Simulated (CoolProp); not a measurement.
A closed Brayton cycle with carbon dioxide: compressor inlet 307.15 K and 9.9 MPa, high pressure 21.2 MPa, turbine inlet 670 K, compressor efficiency 0.89, turbine efficiency 0.9, recuperator effectiveness 0.95 (on enthalpy, no pinch check). Each further row changes one setting.

Values from CoolProp's reference Helmholtz-energy equation of state, Span 1996.

```
case                           thermal efficiency (%)  net work (kJ/kg)  compressor to turbine work  compressor exit (K)  turbine exit (K)
-----------------------------  ----------------------  ----------------  --------------------------  -------------------  ----------------
as stated                                        32.7              63.1                        0.21                325.2             587.7
turbine inlet 620 K                              30.4                 …                        0.23                325.2                 …
compressor inlet 317.15 K                        29.5              58.1                        0.27                350.8             587.7
high pressure 18 MPa                                …              51.7                        0.19                    …             605.2
recuperator effectiveness 0.5                    17.6              63.1                        0.21                325.2             587.7
```

Task: What belongs in the gaps?

Result: 
- turbine inlet 620 K, net work (kJ/kg): 55.6
- turbine inlet 620 K, turbine exit (K): 540.8
- high pressure 18 MPa, thermal efficiency (%): 32.6
- high pressure 18 MPa, compressor exit (K): 320.8
